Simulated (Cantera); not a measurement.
A closed system holds: 1 mol Pb, 0.56 mol N₂, held at 0.000680 bar.

Method: chemical equilibrium by Gibbs-energy minimisation in Cantera with the NASA 1993 tables (ideal gas, pure condensed phases). Candidate condensed phases: Pb; 4 gas species. The numbers say what is thermodynamically allowed, not how fast it happens.

Q: Which condensed phases are stable at each of these points (T (°C)): 200, 275, 350, 425, 500, 575, 650, 725, 800, 875?

A: 
```json
[
 {"T (°C)": "200", "condensed phases": "Pb(s)", "Pb condensed (%)": "100.0"},
 {"T (°C)": "275", "condensed phases": "Pb(s)", "Pb condensed (%)": "100.0"},
 {"T (°C)": "350", "condensed phases": "Pb(l)", "Pb condensed (%)": "100.0"},
 {"T (°C)": "425", "condensed phases": "Pb(l)", "Pb condensed (%)": "100.0"},
 {"T (°C)": "500", "condensed phases": "Pb(l)", "Pb condensed (%)": "100.0"},
 {"T (°C)": "575", "condensed phases": "Pb(l)", "Pb condensed (%)": "100.0"},
 {"T (°C)": "650", "condensed phases": "Pb(l)", "Pb condensed (%)": "99.8"},
 {"T (°C)": "725", "condensed phases": "Pb(l)", "Pb condensed (%)": "98.7"},
 {"T (°C)": "800", "condensed phases": "Pb(l)", "Pb condensed (%)": "93.3"},
 {"T (°C)": "875", "condensed phases": "Pb(l)", "Pb condensed (%)": "60.7"}
]
```

From 200 °C to 275 °C the condensed part is Pb(s). From 350 °C to 875 °C the condensed part is Pb(l).
